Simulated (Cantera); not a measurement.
A perfectly stirred reactor is fed with 9.84 % CH₃OH, 8.20 % O₂, 82.0 % N₂, equivalence ratio 1.8, at 1.01 bar; it is adiabatic with a 800 K inlet, and is followed from long to short residence time, starting on the burning branch (τ in s: 0.037, 0.015, 0.0064, 0.0027, 0.0011, 0.00047, 0.0002, 8.2e-05, 3.4e-05, 1.4e-05).

Model: GRI-Mech 3.0 (53 species, 325 reactions), integrated in Cantera. GRI-Mech 3.0 was tuned for natural gas; its chemistry of methanol as a main component is partial and can be far from experiment.

Q: Predict: blow-out, bracketed by the residence times tried; x(CH₃OH) at τ = 37.0 ms; x(O₂) at τ = 37.0 ms; x(H) at τ = 37.0 ms; x(NO) at τ = 37.0 ms; x(H₂O) at τ = 37.0 ms; x(CH₃OH) at τ = 0.470 ms; x(O₂) at τ = 0.470 ms.

A: 
```
Quantity                                                                       Result
------------------------------------------------  -----------------------------------
blow-out, bracketed by the residence times tried  burning at 1.10 ms, out at 0.470 ms
x(CH₃OH) at τ = 37.0 ms                                                       1.15e-5
x(O₂) at τ = 37.0 ms                                                         0.000253
x(H) at τ = 37.0 ms                                                           0.00113
x(NO) at τ = 37.0 ms                                                          1.06e-5
x(H₂O) at τ = 37.0 ms                                                           0.114
x(CH₃OH) at τ = 0.470 ms                                                       0.0984
x(O₂) at τ = 0.470 ms                                                          0.0820
```
